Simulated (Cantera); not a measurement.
A closed system holds: 1 mol FeCl₃, a varied amount of H₂, equilibrated at 798.15 K and 0.540 bar.

Equilibrium computed with Cantera from the NASA thermochemical tables; the gas is ideal and each condensed phase is pure. Candidate condensed phases: Fe, FeCl₂, FeCl₃; 11 gas species. Rates play no part.

x: gas mole fraction; n: condensed amount in mol.

| n(H₂) (mol) | x H₂ | x HCl | x FeCl₂ | x Fe₂Cl₄ | x FeCl₃ | n FeCl₂(s) | n Fe(α) |
|---|---|---|---|---|---|---|---|
| 2.2 | 0.630 | 0.370 | 0.000163 | 1.30e-5 | … | 0.999 | 0 |
| 2.7 | 0.687 | 0.312 | 0.000163 | 1.30e-5 | … | 0.999 | 0 |
| 3.2 | 0.730 | 0.270 | 0.000163 | 1.30e-5 | … | 0.999 | 0 |
| 3.9 | 0.773 | 0.227 | 0.000163 | 1.30e-5 | … | 0.999 | 0 |
| 4.7 | 0.808 | 0.192 | 0.000163 | 1.30e-5 | … | 0.999 | 0 |
| 5.7 | 0.839 | 0.161 | 0.000163 | 1.30e-5 | … | 0.999 | 0 |
| 6.9 | 0.865 | 0.135 | 0.000163 | 1.30e-5 | … | 0.999 | 0 |
| 8.3 | 0.886 | 0.114 | 0.000163 | 1.30e-5 | … | 0.998 | 0 |
| 10 | 0.905 | 0.0952 | 0.000163 | 1.30e-5 | … | 0.998 | 0 |
| 12 | 0.920 | 0.0800 | 0.000163 | 1.30e-5 | … | 0.998 | 0 |
| 15 | 0.935 | 0.0645 | 0.000163 | 1.30e-5 | … | 0.997 | 0 |
| 18 | 0.943 | 0.0564 | 0.000163 | 1.30e-5 | … | 0.974 | 0.0225 |

Q: Fill in the missing entries.

A: 
- 2.2, x FeCl₃: 1.41e-7
- 2.7, x FeCl₃: 1.14e-7
- 3.2, x FeCl₃: 9.56e-8
- 3.9, x FeCl₃: 7.81e-8
- 4.7, x FeCl₃: 6.47e-8
- 5.7, x FeCl₃: 5.32e-8
- 6.9, x FeCl₃: 4.39e-8
- 8.3, x FeCl₃: 3.65e-8
- 10, x FeCl₃: 3.03e-8
- 12, x FeCl₃: 2.52e-8
- 15, x FeCl₃: 2.02e-8
- 18, x FeCl₃: 1.76e-8
